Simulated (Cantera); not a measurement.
# Stirred combustor or abatement burner

A perfectly stirred reactor is fed with 17.4 % CH3OH, 17.4 % O2, 65.3 % N2, equivalence ratio 1.5, at 8.90 bar; it is adiabatic with a 625 K inlet, and is followed from long to short residence time, starting on the burning branch (τ in s: 0.078, 0.033, 0.014, 0.0057, 0.0024, 0.001, 0.00042, 0.00018, 7.4e-05, 3.1e-05, 1.3e-05, 5.4e-06).

Cantera simulation using GRI-Mech 3.0 (53 species, 325 reactions); the numbers are that mechanism's predictions, not measurements. GRI-Mech 3.0 was tuned for natural gas; its chemistry of methanol as a main component is partial and can be far from experiment.

| τ (s) | T (K) | x CH3OH | x O2 | x H2O | x NO | x CH2 |
|---|---|---|---|---|---|---|
| 0.078 | 2192 | 6.95e-7 | 2.27e-5 | 0.233 | 4.20e-5 | 2.99e-8 |
| 0.033 | 2191 | 1.41e-6 | 4.33e-5 | 0.233 | 4.77e-5 | 5.86e-8 |
| 0.014 | 2188 | 2.65e-6 | 7.89e-5 | 0.233 | 5.38e-5 | 1.05e-7 |
| 0.0057 | 2184 | 4.80e-6 | 0.000141 | 0.233 | 6.03e-5 | 1.81e-7 |
| 0.0024 | 2178 | 8.18e-6 | 0.000242 | 0.232 | 6.72e-5 | 3.07e-7 |
| 0.0010 | 2168 | 1.40e-5 | 0.000422 | 0.231 | 7.55e-5 | 5.61e-7 |
| 0.00042 | 2155 | 2.45e-5 | 0.000743 | 0.230 | 8.36e-5 | 1.10e-6 |
| 0.00018 | 2136 | 4.39e-5 | 0.00131 | 0.229 | 8.77e-5 | 2.21e-6 |
| 7.4e-5 | 2109 | 8.63e-5 | 0.00246 | 0.227 | 8.21e-5 | 4.65e-6 |
| 3.1e-5 | 2070 | 0.000187 | 0.00486 | 0.225 | 6.23e-5 | 9.48e-6 |
| 1.3e-5 | 1987 | 0.000548 | 0.0118 | 0.220 | 2.62e-5 | 1.74e-5 |
| 5.4e-6 | 625 | 0.174 | 0.174 | <1e-12 | <1e-12 | <1e-12 |
x: mole fraction; the columns are a selection and need not sum to one.
